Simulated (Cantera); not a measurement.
Feed: 1 mol SiCl4, 0.034 mol Cl2, 6.6 mol H2, at 6.90 mbar.

Method: chemical equilibrium by Gibbs-energy minimisation in Cantera with the NASA 1993 tables (ideal gas, pure condensed phases). Candidate condensed phases: Si; 19 gas species. Equilibrium is a limit: real reactors are often held back by kinetics, nucleation or transport.

### Question
Which condensed phases are stable at each of these points (T (°C)): 750, 800, 850, 900, 950, 1000, 1050?

### Answer
```tsv
T (°C)	condensed phases	Si condensed (%)
750	Si(s)	1.5
800	Si(s)	2.7
850	Si(s)	2.7
900	Si(s)	0.6
950	gas only	0.0
1000	gas only	0.0
1050	gas only	0.0
```

From 750 °C to 900 °C the condensed part is Si(s). From 950 °C to 1050 °C nothing is condensed.
